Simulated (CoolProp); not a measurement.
Vapour-liquid equilibrium of R134a (1) + R227EA (2) at 0.00634 MPa; x and y are mole fractions of (1).

Values from CoolProp's multi-fluid Helmholtz-energy mixture model, Tillner-Roth 1994 and Lemmon 2016; pair parameters Bell 2016.

Q: Give the bubble temperature and the first vapour's composition at x = 0.125, 0.35, 0.8. Is there an azeotrope?

A: x = 0.125: 205.6 K, y = 0.227; x = 0.35: 203.3 K, y = 0.503; x = 0.8: 200.7 K, y = 0.853. No azeotrope shows between x = 0.05 and 0.95.

Pair parameters are fitted to limited data, so mixtures are less certain than the pure fluids.
